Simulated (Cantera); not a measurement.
What does this Cantera script print?

```python
import numpy as np
import cantera as ct

gas_names = [...]  # 95 gases of nasa_gas.yaml made of C, F, H
cond_names = """
    C(gr) C6H6(L) C7H8(L) C8H18(L),n-octa
""".split()


# ... load() reads the species with a 1 bar reference pressure and builds the phases ...
atoms = {
    'CH3F': {'C': 1, 'H': 3, 'F': 1},
    'H2': {'H': 2},
}
top_T = {'C(gr)': 4500}  # K; cautious upper limits of use, not melting points


# ... equilibrate(T, P, feed) seeds the gas with the atoms and calls Mixture.equilibrate('TP', solver="vcs", rtol=1e-11, max_steps=5000) ...
results = []
feed = {'CH3F': 1, 'H2': 7.5}  # mol
P = 10000  # Pa
for T in [1575, 1675, 1775, 1875, 1975, 2075, 2175, 2275, 2375, 2475, 2575]:
    mix = equilibrate(T, P, feed)
    results.append((T, P, feed, dict(zip(mix.species_names, mix.species_moles))))

top = {s: max(r[3][s] / sum(r[3][g] for g in gas_names) for r in results) for s in gas_names}
cols = sorted((s for s in top if top[s] > 1e-06), key=lambda s: -top[s])[:8]
seen = [c for c in cond_names if any(r[3].get(c, 0) > 1e-12 for r in results)]
print("log10 of partial pressures in bar; condensed amounts in mol")
print(f"{'T/K':>10s}" + "".join(f"{s[:9]:>10s}" for s in cols + seen))
for T, P, feed, n in results:
    ng = sum(n[g] for g in gas_names)
    print(f"{T:10.4g}" + "".join(f"{np.log10(max(n[s] / ng * P / 1e5, 1e-99)):10.3f}" for s in cols)
          + "".join(f"{n.get(c, 0):10.4g}" for c in seen))
```

Output:

```
log10 of partial pressures in bar; condensed amounts in mol
       T/K        H2        HF         H C2H2,acet       CH4       C2H      C4H2         F     C(gr)
      1575    -1.048    -1.978    -4.906    -5.724    -4.837   -12.115   -10.814   -10.172    0.9983
      1675    -1.049    -1.978    -4.459    -5.285    -5.016   -11.001    -9.929    -9.459    0.9981
      1775    -1.049    -1.978    -4.063    -4.895    -5.175   -10.013    -9.146    -8.825    0.9969
      1875    -1.049    -1.978    -3.708    -4.549    -5.316    -9.132    -8.448    -8.258    0.9941
      1975    -1.050    -1.979    -3.389    -4.238    -5.444    -8.342    -7.822    -7.748    0.9886
      2075    -1.053    -1.979    -3.101    -3.959    -5.560    -7.628    -7.259    -7.286    0.9787
      2175    -1.056    -1.981    -2.839    -3.707    -5.669    -6.982    -6.750    -6.866    0.9621
      2275    -1.062    -1.983    -2.602    -3.481    -5.771    -6.394    -6.288    -6.483    0.9358
      2375    -1.070    -1.987    -2.386    -3.277    -5.871    -5.858    -5.870    -6.131    0.8964
      2475    -1.083    -1.992    -2.190    -3.095    -5.973    -5.369    -5.492    -5.807    0.8397
      2575    -1.102    -2.000    -2.011    -2.935    -6.079    -4.921    -5.150    -5.507    0.7615
```

These are equilibrium values from Cantera (NASA tables, ideal gas, pure condensed phases), not measurements of a reactor.
